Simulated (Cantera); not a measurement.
A perfectly stirred reactor is fed with H₂ : O₂ = 0.092 : 1 (molar parts), at 0.0132 atm; it is held at 1450 K, and followed from long to short residence time.

Detailed kinetics in Cantera: the H2/O2 subset of GRI-Mech 3.0, which has no nitrogen chemistry. Radical loss at walls, strong at low pressure, is not modelled. The temperature is held fixed by assumption; the heat of reaction is taken as removed at once.

**Question.** What does this change do: pressure from 0.0132 atm to 0.00790 atm?

**Answer.** 
```tsv
quantity	before	after
x(H₂) at τ = 19.0 s	4.87e-5	9.09e-5
x(O₂) at τ = 19.0 s	0.910	0.909
x(H₂O₂) at τ = 19.0 s	1.45e-8	1.27e-8
x(HO₂) at τ = 19.0 s	3.25e-7	3.21e-7
x(OH) at τ = 19.0 s	0.00149	0.00210
x(H₂) at τ = 56.0 ms	0.00149	0.00198
x(O₂) at τ = 56.0 ms	0.877	0.864
x(H₂O₂) at τ = 56.0 ms	6.72e-8	4.38e-8
x(HO₂) at τ = 56.0 ms	2.29e-6	1.49e-6
x(OH) at τ = 56.0 ms	0.00813	0.00934
```

**Question.** What does this change do: H2 0.092 to 0.22 parts?

**Answer.** 
```json
[
 {"quantity": "x(H₂) at τ = 19.0 s", "before": "4.87e-5", "after": "0.000109"},
 {"quantity": "x(O₂) at τ = 19.0 s", "before": "0.910", "after": "0.800"},
 {"quantity": "x(H₂O₂) at τ = 19.0 s", "before": "1.45e-8", "after": "2.92e-8"},
 {"quantity": "x(HO₂) at τ = 19.0 s", "before": "3.25e-7", "after": "5.74e-7"},
 {"quantity": "x(OH) at τ = 19.0 s", "before": "0.00149", "after": "0.00213"},
 {"quantity": "x(H₂) at τ = 56.0 ms", "before": "0.00149", "after": "0.00414"},
 {"quantity": "x(O₂) at τ = 56.0 ms", "before": "0.877", "after": "0.761"},
 {"quantity": "x(H₂O₂) at τ = 56.0 ms", "before": "6.72e-8", "after": "1.51e-7"},
 {"quantity": "x(HO₂) at τ = 56.0 ms", "before": "2.29e-6", "after": "4.45e-6"},
 {"quantity": "x(OH) at τ = 56.0 ms", "before": "0.00813", "after": "0.0130"}
]
```
